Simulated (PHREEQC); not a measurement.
Make-up at 20 °C: 0.0096 mol/kgw NaAlO2 and 4.9e-05 mol/kgw MnSO4. Closed to the air; pH follows from the charge balance.

Equilibrium calculation in PHREEQC: ion-association model, phreeqc.dat.

This is a speciation only: nothing precipitates in the calculation.

Estimate the pH, ionic strength.

pH 8.89; ionic strength 0.00979 mol/kgw.

In which forms is S present?

SO4-2 97 %, NaSO4- 3.0 % of the S.

Examples of supersaturated solids here: Al(OH)3(a), Gibbsite (slow to form). Others may be too.
